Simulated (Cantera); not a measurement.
# Gas-phase reforming

An isothermal, constant-pressure homogeneous reactor starts with CH4 : H2O : H2 : N2 = 1 : 1.1 : 0.17 : 0.072 (molar parts), at 1373 K and 100.0 Torr.

Cantera simulation using GRI-Mech 3.0 (53 species, 325 reactions); the numbers are that mechanism's predictions, not measurements.

| t (s) | x CH4 | x H2O | x H2 | x CH2O | x C2H2 |
|---|---|---|---|---|---|
| 2.00e-5 | 0.427 | 0.470 | 0.0726 | <1e-12 | <1e-12 |
| 7.96e-5 | 0.427 | 0.470 | 0.0726 | <1e-12 | <1e-12 |
| 0.000317 | 0.427 | 0.470 | 0.0726 | 1.62e-12 | <1e-12 |
| 0.00126 | 0.427 | 0.470 | 0.0726 | 9.75e-11 | 3.42e-12 |
| 0.00502 | 0.427 | 0.470 | 0.0726 | 4.43e-9 | 1.05e-9 |
| 0.0200 | 0.427 | 0.470 | 0.0727 | 5.98e-8 | 1.25e-7 |
| 0.0796 | 0.426 | 0.470 | 0.0731 | 3.36e-7 | 8.11e-6 |
| 0.317 | 0.423 | 0.469 | 0.0759 | 6.56e-7 | 0.000358 |
| 1.26 | 0.408 | 0.464 | 0.0903 | 6.05e-7 | 0.00465 |
| 5.02 | 0.358 | 0.447 | 0.141 | 4.37e-7 | 0.0220 |
| 20.0 | 0.242 | 0.404 | 0.260 | 2.11e-7 | 0.0596 |
x: mole fraction; the columns are a selection and need not sum to one.

Equilibrium at this temperature and pressure: CH4 1.83e-6, H2O 0.0200, H2 0.733, CH2O 1.01e-8, C2H2 3.33e-11 (gas phase only).
